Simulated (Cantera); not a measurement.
Feed: 1 mol Si, 0.074 mol Cl₂, 8.5 mol H₂, equilibrated at 700 K and 1600 Pa.

Method: chemical equilibrium by Gibbs-energy minimisation in Cantera with the NASA 1993 tables (ideal gas, pure condensed phases). Candidate condensed phases: Si; 19 gas species. Kinetics and transport are ignored.

Base state: H₂ 0.995, SiCl₄ 0.00296, SiHCl₃ 0.00167, HCl 0.000360, SiH₂Cl₂ 6.22e-5 (mole fractions); condensed: Si(s).

Q: What changes in the equilibrium state with this change: temperature from 700 K to 1400 K?

A: 
| species | before | after |
|---|---|---|
| H₂ | 0.995 | 0.983 |
| HCl | 0.000360 | 0.0157 |
| SiCl₂ | 9.29e-8 | 0.000744 |
| SiCl₄ | 0.00296 | 3.15e-7 |
| H | <1e-9 | 3.81e-5 |
| SiHCl₃ | 0.00167 | 1.39e-6 |
| SiH₂Cl₂ | 6.22e-5 | 9.26e-7 |
| Si(s), mol | 0.960 | 0.994 |
